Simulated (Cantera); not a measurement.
What does this Cantera script print?

```python
import numpy as np
import cantera as ct

gas_names = """
    CL CL2 H HCL H2 Si SiCL SiCL2 SiCL3 SiCL4 SiH SiHCL3 SiH2 SiH2CL2 SiH3 SiH3CL SiH4 Si2 Si3
""".split()
cond_names = """
    Si(cr) Si(L)
""".split()


# ... load() reads the species with a 1 bar reference pressure and builds the phases ...
atoms = {
    'SiHCl3': {'Si': 1, 'H': 1, 'CL': 3},
    'HCl': {'H': 1, 'CL': 1},
    'H2': {'H': 2},
}
top_T = {}  # K; cautious upper limits of use, not melting points


# ... equilibrate(T, P, feed) seeds the gas with the atoms and calls Mixture.equilibrate('TP', solver="gibbs", rtol=1e-10, max_steps=50000) ...
results = []
T = 900  # K
P = 1333.22  # Pa
for m in [30, 36, 44, 54, 66, 80, 98, 120, 150, 180, 220, 270]:
    feed = {'SiHCl3': 1, 'HCl': 0.022, 'H2': m}  # mol
    mix = equilibrate(T, P, feed)
    results.append((T, P, feed, dict(zip(mix.species_names, mix.species_moles))))

top = {s: max(r[3][s] / sum(r[3][g] for g in gas_names) for r in results) for s in gas_names}
cols = sorted((s for s in top if top[s] > 0.0001), key=lambda s: -top[s])[:8]
seen = [c for c in cond_names if any(r[3].get(c, 0) > 1e-12 for r in results)]
print("log10 of partial pressures in bar; condensed amounts in mol")
print(f"{'n(H2)':>10s}" + "".join(f"{s[:9]:>10s}" for s in cols + seen))
for T, P, feed, n in results:
    ng = sum(n[g] for g in gas_names)
    print(f"{feed['H2']:10.4g}" + "".join(f"{np.log10(max(n[s] / ng * P / 1e5, 1e-99)):10.3f}" for s in cols)
          + "".join(f"{n.get(c, 0):10.4g}" for c in seen))
```

It prints:

```
log10 of partial pressures in bar; condensed amounts in mol
     n(H2)        H2     SiCL4       HCL    SiHCL3     SiCL3   SiH2CL2     SiCL2    Si(cr)
        30    -1.889    -3.631    -3.930    -4.137    -5.573    -5.666    -5.837    0.2648
        36    -1.887    -3.718    -3.951    -4.201    -5.638    -5.708    -5.881    0.2726
        44    -1.886    -3.816    -3.974    -4.274    -5.712    -5.755    -5.930    0.2827
        54    -1.884    -3.918    -3.999    -4.349    -5.788    -5.804    -5.981    0.2949
        66    -1.883    -4.020    -4.024    -4.425    -5.865    -5.854    -6.032     0.309
        80    -1.882    -4.120    -4.048    -4.500    -5.940    -5.903    -6.082    0.3246
        98    -1.881    -4.229    -4.075    -4.581    -6.022    -5.956    -6.136    0.3437
       120    -1.880    -4.341    -4.103    -4.665    -6.106    -6.012    -6.192    0.3657
       150    -1.879    -4.469    -4.134    -4.760    -6.202    -6.075    -6.256    0.3938
       180    -1.879    -4.577    -4.161    -4.842    -6.283    -6.129    -6.311      0.42
       220    -1.878    -4.702    -4.192    -4.935    -6.377    -6.191    -6.373    0.4523
       270    -1.878    -4.836    -4.225    -5.035    -6.477    -6.257    -6.440    0.4894
```

Method: chemical equilibrium by Gibbs-energy minimisation in Cantera with the NASA 1993 tables (ideal gas, pure condensed phases). The tables' values for SiCl3 are old estimates; treat these amounts as uncertain.
